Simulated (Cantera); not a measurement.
# Equilibrium for abatement and gas-phase synthesis: NF3 + O2 + N2

Feed: 1 mol NF3, 0.43 mol O2, 4.5 mol N2, held at 20.0 Pa.

Cantera equilibrium calculation (NASA polynomials, part measured and part estimated; ideal gas, pure solids and liquids). Kinetics and transport are ignored.

From 1348 K to 1948 K nothing is condensed.

```json
[
 {"T (K)": "1348", "x N2": "0.593", "x F": "0.356", "x O2": "0.0509", "x O": "6.51e-6", "x NO": "0.000229", "x F2": "1.54e-5", "x FO": "2.65e-7", "x NO2": "1.43e-8"},
 {"T (K)": "1423", "x N2": "0.593", "x F": "0.356", "x O2": "0.0508", "x O": "2.15e-5", "x NO": "0.000351", "x F2": "7.03e-6", "x FO": "2.99e-7", "x NO2": "1.68e-8"},
 {"T (K)": "1498", "x N2": "0.593", "x F": "0.356", "x O2": "0.0507", "x O": "6.28e-5", "x NO": "0.000517", "x F2": "3.47e-6", "x FO": "3.34e-7", "x NO2": "1.94e-8"},
 {"T (K)": "1573", "x N2": "0.593", "x F": "0.356", "x O2": "0.0506", "x O": "0.000166", "x NO": "0.000732", "x F2": "1.83e-6", "x FO": "3.68e-7", "x NO2": "2.21e-8"},
 {"T (K)": "1648", "x N2": "0.593", "x F": "0.356", "x O2": "0.0503", "x O": "0.000402", "x NO": "0.00100", "x F2": "1.02e-6", "x FO": "4.01e-7", "x NO2": "2.48e-8"},
 {"T (K)": "1723", "x N2": "0.592", "x F": "0.356", "x O2": "0.0499", "x O": "0.000898", "x NO": "0.00134", "x F2": "5.99e-7", "x FO": "4.33e-7", "x NO2": "2.75e-8"},
 {"T (K)": "1798", "x N2": "0.592", "x F": "0.356", "x O2": "0.0492", "x O": "0.00187", "x NO": "0.00173", "x F2": "3.67e-7", "x FO": "4.63e-7", "x NO2": "3.00e-8"},
 {"T (K)": "1873", "x N2": "0.591", "x F": "0.355", "x O2": "0.0480", "x O": "0.00366", "x NO": "0.00218", "x F2": "2.34e-7", "x FO": "4.90e-7", "x NO2": "3.22e-8"},
 {"T (K)": "1948", "x N2": "0.590", "x F": "0.355", "x O2": "0.0461", "x O": "0.00675", "x NO": "0.00268", "x F2": "1.54e-7", "x FO": "5.10e-7", "x NO2": "3.37e-8"}
]
```
x: gas mole fraction; nothing condenses.
